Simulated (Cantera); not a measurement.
Cantera run:

```python
import numpy as np
import cantera as ct

gas_names = """
    Electron N N+ N- NO NO+ NO2 NO2- NO3 NO3- N2 N2+ N2- N2O N2O+ O O+ O- O2 O2+ O2- O3 Si Si+ SiN SiO
    SiO2 Si2 Si2N Si3
""".split()
cond_names = """
    Si(cr) Si(L) SiO2(Lqz) SiO2(hqz) SiO2(L) Si2N2O(s) Si3N4(a)
""".split()


# ... load() reads the species with a 1 bar reference pressure and builds the phases ...
atoms = {
    'SiO2': {'Si': 1, 'O': 2},
    'Si': {'Si': 1},
    'N2': {'N': 2},
}
top_T = {'Si2N2O(s)': 2100, 'Si3N4(a)': 2400}  # K; cautious upper limits of use, not melting points


# ... equilibrate(T, P, feed) seeds the gas with the atoms and calls Mixture.equilibrate('TP', solver="vcs", rtol=1e-11, max_steps=5000) ...
results = []
feed = {'SiO2': 1, 'Si': 0.13, 'N2': 0.62}  # mol
P = 10000  # Pa
for T in [2500, 3000, 3500, 4000, 4500, 5000]:
    mix = equilibrate(T, P, feed)
    results.append((T, P, feed, dict(zip(mix.species_names, mix.species_moles))))

top = {s: max(r[3][s] / sum(r[3][g] for g in gas_names) for r in results) for s in gas_names}
cols = sorted((s for s in top if top[s] > 0.001), key=lambda s: -top[s])[:5]
seen = [c for c in cond_names if any(r[3].get(c, 0) > 1e-12 for r in results)]
print("log10 of partial pressures in bar; condensed amounts in mol")
print(f"{'T/K':>10s}" + "".join(f"{s[:9]:>10s}" for s in cols + seen))
for T, P, feed, n in results:
    ng = sum(n[g] for g in gas_names)
    print(f"{T:10.4g}" + "".join(f"{np.log10(max(n[s] / ng * P / 1e5, 1e-99)):10.3f}" for s in cols)
          + "".join(f"{n.get(c, 0):10.4g}" for c in seen))
```

Result:

```
log10 of partial pressures in bar; condensed amounts in mol
       T/K        N2       SiO         O        Si        O2   SiO2(L)
      2500    -1.156    -1.528    -4.003    -7.517    -4.328    0.8653
      3000    -1.588    -1.322    -1.921    -6.552    -1.950         0
      3500    -1.624    -1.350    -1.572    -4.894    -2.530         0
      4000    -1.635    -1.367    -1.497    -3.453    -3.340         0
      4500    -1.665    -1.434    -1.453    -2.368    -3.999         0
      5000    -1.773    -1.731    -1.366    -1.791    -4.423         0
```

Method: chemical equilibrium by Gibbs-energy minimisation in Cantera with the NASA 1993 tables (ideal gas, pure condensed phases). The tables' values for SiO2, SiN are old estimates; treat these amounts as uncertain. The tables hold silica as quartz up to 1696 K and as liquid above; real silica turns to tridymite and cristobalite and melts near 1996 K.
